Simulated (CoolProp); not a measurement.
1000 sccm (0 °C, 1 atm) of nitrogen bubbles through liquid tetradecamethylhexasiloxane (MD4M) at 371.8 K and leaves saturated at a total pressure of 0.00552 MPa (ideal gas phase). Each further row changes one setting.

Values from CoolProp's reference Helmholtz-energy equation of state, Thol 2019.

```json
[
 {"case": "as stated", "vapour pressure (kPa)": "0.283", "mole fraction of vapour": "0.0512", "delivery (mg/min)": "1110", "delivery (sccm)": "[?]", "change of delivery for a bath 1 K warmer (%)": "6.5"},
 {"case": "bath temperature 376.8 K", "vapour pressure (kPa)": "0.379", "mole fraction of vapour": "[?]", "delivery (mg/min)": "[?]", "delivery (sccm)": "73.8", "change of delivery for a bath 1 K warmer (%)": "[?]"},
 {"case": "total pressure 0.011 MPa", "vapour pressure (kPa)": "0.283", "mole fraction of vapour": "0.0257", "delivery (mg/min)": "[?]", "delivery (sccm)": "26.4", "change of delivery for a bath 1 K warmer (%)": "6.3"}
]
```

### Question
Some entries are withheld; supply them.

### Answer

- as stated, delivery (sccm): 54.0
- bath temperature 376.8 K, mole fraction of vapour: 0.0687
- bath temperature 376.8 K, delivery (mg/min): 1510
- bath temperature 376.8 K, change of delivery for a bath 1 K warmer (%): 6.4
- total pressure 0.011 MPa, delivery (mg/min): 541
